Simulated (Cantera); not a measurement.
# Stirred combustor or abatement burner

A perfectly stirred reactor is fed with CH4 : O2 : N2 : CO2 = 1 : 4.88 : 18.3 : 2.2 (molar parts), equivalence ratio 0.41, at 4.93 atm; it is adiabatic with a 500 K inlet, and is followed from long to short residence time, starting on the burning branch (τ in s: 0.042, 0.019, 0.0088, 0.004, 0.0018, 0.00084, 0.00039, 0.00018, 8.1e-05, 3.7e-05, 1.7e-05, 7.8e-06, 3.6e-06).

Model: GRI-Mech 3.0 (53 species, 325 reactions), integrated in Cantera.

| τ (s) | T (K) | x CH4 | x O2 | x CO2 | x CH2CO | x CO | x HO2 | x H2O |
|---|---|---|---|---|---|---|---|---|
| 0.042 | 1322 | 0.000390 | 0.111 | 0.117 | 4.34e-6 | 0.00318 | 2.65e-5 | 0.0747 |
| 0.019 | 1255 | 0.00142 | 0.116 | 0.110 | 1.50e-5 | 0.00862 | 5.11e-5 | 0.0720 |
| 0.0088 | 500 | 0.0379 | 0.185 | 0.0834 | <1e-12 | <1e-12 | <1e-12 | <1e-12 |
| 0.0040 | 500 | 0.0379 | 0.185 | 0.0834 | <1e-12 | <1e-12 | <1e-12 | <1e-12 |
| 0.0018 | 500 | 0.0379 | 0.185 | 0.0834 | <1e-12 | <1e-12 | <1e-12 | <1e-12 |
| 0.00084 | 500 | 0.0379 | 0.185 | 0.0834 | <1e-12 | <1e-12 | <1e-12 | <1e-12 |
| 0.00039 | 500 | 0.0379 | 0.185 | 0.0834 | <1e-12 | <1e-12 | <1e-12 | <1e-12 |
| 0.00018 | 500 | 0.0379 | 0.185 | 0.0834 | <1e-12 | <1e-12 | <1e-12 | <1e-12 |
| 8.1e-5 | 500 | 0.0379 | 0.185 | 0.0834 | <1e-12 | <1e-12 | <1e-12 | <1e-12 |
| 3.7e-5 | 500 | 0.0379 | 0.185 | 0.0834 | <1e-12 | <1e-12 | <1e-12 | <1e-12 |
| 1.7e-5 | 500 | 0.0379 | 0.185 | 0.0834 | <1e-12 | <1e-12 | <1e-12 | <1e-12 |
| 7.8e-6 | 500 | 0.0379 | 0.185 | 0.0834 | <1e-12 | <1e-12 | <1e-12 | <1e-12 |
| 3.6e-6 | 500 | 0.0379 | 0.185 | 0.0834 | <1e-12 | <1e-12 | <1e-12 | <1e-12 |
x: mole fraction; the columns are a selection and need not sum to one.
